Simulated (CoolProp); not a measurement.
Saturation properties of hydrogen sulfide (Tc = 373.1 K, pc = 89.99 bar, ω = 0.101).

Model: reference Helmholtz-energy equation of state, Lemmon 2006, in CoolProp. It is a short technical equation, of lower accuracy than the large ones.

```csv
T (K),p (bar),liquid cp (kJ/(kg K)),vapour Z
220.9,1.499,1.995,0.9695
223.6,1.697,1.995,0.9668
226.2,1.906,1.996,0.9640
228.8,2.136,1.998,0.9610
231.4,2.386,2.000,0.9579
234,2.658,2.002,0.9546
236.6,2.953,2.005,0.9512
239.2,3.273,2.008,0.9476
241.8,3.619,2.011,0.9439
244.4,3.992,2.015,0.9400
247.1,4.409,2.020,0.9357
```

It boils at 212.9 K under 1 atm.
